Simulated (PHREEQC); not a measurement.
PHREEQC input (ion-association model, wateq4f.dat):

```
SOLUTION_MASTER_SPECIES
  An  An-  0  An  62.0  # stands for a non-complexing anion
SOLUTION_SPECIES
  An- = An-
    -log_k 0
    -gamma 3.0 0
PHASES
  Fix_H+
    H+ = H+
    -log_k 0
SOLUTION 1
  temp 25
  units mmol/kgw
  pH 7 charge
  S(6) 0.036
  Ag 0.072
  Cl 0.026
  Ni 0.013
  Na 1
  An 1
END
SELECTED_OUTPUT 1
  -reset false
  -pH true
  -pe true
  -ionic_strength true
  -water true
  -totals Ag Cl Na Ni S S(-2) S(6)
  -molalities Hfo_wOH Hfo_wOH2+ Hfo_wO- Hfo_sOH Hfo_sOH2+ Hfo_sO- Hfo_sONi+ Hfo_wONi+ Hfo_wSO4- Hfo_wOHSO4-2
    Hfo_sOAg Hfo_wOAg
  -saturation_indices Ni(OH)2 Ni4(OH)6SO4 Cerargyrite Ag2O Ag2SO4 Halite Mirabilite Morenosite
USER_PUNCH 1
  -headings sigma psi
  10 PUNCH EDL("sigma", "Hfo"), EDL("psi", "Hfo")
PRINT
  -reset false
USE solution 1
SURFACE 1
  Hfo_wOH 0.00247191 600 1.1
  Hfo_sOH 6.17978e-05
EQUILIBRIUM_PHASES 1
  Fix_H+ -3 HAn 10
    -force_equality true
  O2(g) -0.68 10
END
# ... the last block is repeated for the other 12 points of pH, with NaOH or the acid as the point needs
```

Selected output (columns that matter, 13 of 13 rows; pH added in front):

```
pH	mu	Ag	Na	Ni	S	si_Ni(OH)2	si_Ni4(OH)6SO4	si_Cerargyrite	si_Ag2O	si_Halite	si_Mirabilite	si_Morenosite	sigma	psi
3	0.003069	7.198e-05	0.001	1.3e-05	1.2111e-10	-9.7914	-44.023	0.9058	-14.951	-9.2668	-14.996	-12.689	0.26411	0.22598
3.5	0.0020858	7.1891e-05	0.001	1.3e-05	1.7016e-10	-8.774	-40.766	0.9129	-13.944	-9.259	-14.8	-12.484	0.18893	0.21869
4	0.0016496	7.1546e-05	0.001	1.2997e-05	4.4691e-10	-7.7649	-37.294	0.915	-12.944	-9.2546	-14.36	-12.039	0.12791	0.20468
4.5	0.0014254	7.0398e-05	0.001	1.2976e-05	1.7159e-09	-6.7603	-33.684	0.911	-11.956	-9.2515	-13.765	-11.443	0.08359	0.1866
5	0.0012937	6.7104e-05	0.001	1.2823e-05	8.6461e-09	-5.7621	-29.984	0.8936	-10.996	-9.2479	-13.057	-10.738	0.05273	0.16546
5.5	0.0012059	5.9763e-05	0.001	1.1835e-05	5.3818e-08	-4.7946	-26.318	0.849	-10.096	-9.242	-12.259	-9.974	0.032056	0.14182
6	0.0011367	4.8962e-05	0.001	7.997e-06	3.8722e-07	-3.9631	-23.132	0.7701	-9.2686	-9.234	-11.399	-9.2832	0.018811	0.1163
6.5	0.001085	3.8127e-05	0.001	2.8802e-06	2.8806e-06	-3.4054	-21.028	0.6691	-8.4858	-9.226	-10.525	-8.8521	0.010704	0.089563
7	0.001064	2.8149e-05	0.001	6.4322e-07	1.4942e-05	-3.057	-19.919	0.5441	-7.7498	-9.2189	-9.8089	-8.788	0.0059021	0.062584
7.5	0.0011079	1.9052e-05	0.0010488	1.1427e-07	3.0816e-05	-2.8108	-19.621	0.38	-7.0902	-9.1924	-9.455	-9.2287	0.0029011	0.035324
8	0.0011305	1.0903e-05	0.0010832	1.6366e-08	3.5354e-05	-2.6596	-19.957	0.1428	-6.5759	-9.173	-9.3683	-10.018	0.00052915	0.0068721
8.5	0.0011425	4.9203e-06	0.0011082	2.0319e-09	3.5931e-05	-2.5805	-20.634	-0.199	-6.2677	-9.159	-9.342	-10.933	-0.0017463	-0.021953
9	0.0011597	1.826e-06	0.0011381	2.5842e-10	3.5993e-05	-2.5387	-21.467	-0.6278	-6.1296	-9.1455	-9.3188	-11.891	-0.0046069	-0.050642
```

Along this series the solution becomes supersaturated in solids that the run did not let form, among them Cerargyrite. Complexes and solids missing from the database can't appear. The oxide is taken as insoluble; below pH 4 it would dissolve.
